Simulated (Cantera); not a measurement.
A freely propagating, adiabatic, planar premixed flame of 12.8 % CH₄, 2.42 % H₂, 17.9 % O₂, 67.0 % N₂, equivalence ratio 1.5, unburnt at 475 K and 8.88 atm; mixture-averaged transport, grid criteria slope 0.08 and curve 0.16, no radiation.

Computed with Cantera and GRI-Mech 3.0 (53 species, 325 reactions). Burning velocities carry a grid error of a few per cent, more on coarse grids.

**Question.** Predict: laminar burning velocity; thermal thickness; peak x(HCO); peak x(H).

**Answer.** 
| Quantity | Result |
|---|---|
| laminar burning velocity | 16.6 cm/s |
| thermal thickness | 0.168 mm |
| peak x(HCO) | 2.78e-6 |
| peak x(H) | 0.000405 |
